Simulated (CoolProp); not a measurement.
Vapour-liquid equilibrium of R143a (1) + R236FA (2) at -43.25 °C; x and y are mole fractions of (1).

The numbers come from the multi-fluid Helmholtz-energy mixture model, Lemmon and Jacobsen 2000 and Pan 2012; pair parameters Bell 2016 in CoolProp.

**Question.** Give the bubble pressure and the first vapour's composition at x = 0.125, 0.725, 0.8. Is there an azeotrope?

**Answer.** x = 0.125: 0.02411 MPa, y = 0.561; x = 0.725: 0.08997 MPa, y = 0.963; x = 0.8: 0.09867 MPa, y = 0.975. No azeotrope shows between x = 0.05 and 0.95.

The pair parameters rest on a limited set of measurements; away from them the model extrapolates.
